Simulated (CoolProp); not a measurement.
Properties of toluene along the isobar 0.101 MPa.

Values from CoolProp's reference Helmholtz-energy equation of state, Lemmon 2006. It is a short technical equation, of lower accuracy than the large ones.

```
T (K)  phase       Z  cp (kJ/(kg K))  isothermal compressibility (1/MPa)  Prandtl number
-----  -----  ------  --------------  ----------------------------------  --------------
391.1    gas  0.9624           1.520                               10.30           0.739
410.2    gas  0.9684           1.582                               10.23           0.734
429.2    gas  0.9731           1.643                               10.18           0.730
448.3    gas  0.9769           1.705                               10.14           0.726
467.4    gas  0.9800           1.765                               10.11           0.724
486.5    gas  0.9826           1.823                               10.08           0.721
505.5    gas  0.9847           1.880                               10.06           0.719
524.6    gas  0.9865           1.935                               10.04           0.718
543.7    gas  0.9880           1.989                               10.02           0.716
562.8    gas  0.9893           2.041                               10.01           0.715
581.8    gas  0.9904           2.091                               9.997           0.714
600.9    gas  0.9914           2.139                               9.987           0.713
620      gas  0.9923           2.185                               9.979           0.712
```

Viscosity comes from a separate model (Avgeri 2015). Thermal conductivity comes from a separate model (Assael 2012).
